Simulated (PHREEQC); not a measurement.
Nickel, zinc or cadmium bath: speciation

Dissolve 0.066 mmol/kgw Ni(NO3)2 and 0.054 mmol/kgw NaCl at 25 °C. Closed to the air; pH follows from the charge balance.

Model: ion-association model, wateq4f.dat, run in PHREEQC.

Precipitation was switched off in this run.

### Question
What pH does the model give?

### Answer
pH 6.87.

Species that the database lacks are ignored.
